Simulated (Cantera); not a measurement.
Feed: 1 mol Ti, 0.16 mol CH4, held at 1852 °C.

Cantera equilibrium calculation (NASA polynomials, part measured and part estimated; ideal gas, pure solids and liquids). Candidate condensed phases: C, C6H6, C7H8, C8H18, Ti, TiC; 77 gas species. Mutual solubility and eutectic melting of coexisting phases are not modelled. TiC: taken at fixed stoichiometry. Condensed phases not in the tables: N, O or C dissolved in the metal. Kinetics and transport are ignored.

Q: What share of the Ti ends up in condensed phases as a function of P (Pa), at 10, 46, 220, 1000, 4600, 22000, 100000?

A: 
```json
[
 {"P (Pa)": "10", "Ti condensed (%)": "65.5", "as": "Ti(l) + TiC(s)"},
 {"P (Pa)": "46", "Ti condensed (%)": "96.1", "as": "Ti(l) + TiC(s)"},
 {"P (Pa)": "220", "Ti condensed (%)": "99.3", "as": "Ti(l) + TiC(s)"},
 {"P (Pa)": "1000", "Ti condensed (%)": "99.8", "as": "Ti(l) + TiC(s)"},
 {"P (Pa)": "4600", "Ti condensed (%)": "100.0", "as": "Ti(l) + TiC(s)"},
 {"P (Pa)": "22000", "Ti condensed (%)": "100.0", "as": "Ti(l) + TiC(s)"},
 {"P (Pa)": "100000", "Ti condensed (%)": "100.0", "as": "Ti(l) + TiC(s)"}
]
```
